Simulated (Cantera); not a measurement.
A perfectly stirred reactor is fed with CH4 : O2 : N2 = 1 : 1.25 : 4.7 (molar parts), at 500000 Pa; it is adiabatic with a 450 K inlet, and is followed from long to short residence time, starting on the burning branch (τ in s: 0.32, 0.11, 0.036, 0.012, 0.0041, 0.0014, 0.00046, 0.00016, 5.2e-05).

Detailed kinetics in Cantera: GRI-Mech 3.0 (53 species, 325 reactions).

Task: What does this change do: pressure from 500000 Pa to 1000000 Pa?

Result: 
```csv
quantity,before,after
"blow-out, bracketed by the residence times tried","burning at 0.460 ms, out at 0.160 ms","burning at 0.460 ms, out at 0.160 ms"
x(CH4) at τ = 0.320 s,0.00134,0.00127
x(O2) at τ = 0.320 s,4.41e-5,2.92e-5
x(CO2) at τ = 0.320 s,0.0356,0.0356
x(CO) at τ = 0.320 s,0.0926,0.0929
x(CH2O) at τ = 0.320 s,1.08e-6,8.22e-7
x(CH4) at τ = 4.10 ms,0.00811,0.00861
x(O2) at τ = 4.10 ms,0.00211,0.00153
x(CO2) at τ = 4.10 ms,0.0388,0.0399
x(CO) at τ = 4.10 ms,0.0753,0.0740
x(CH2O) at τ = 4.10 ms,2.53e-5,1.99e-5
```
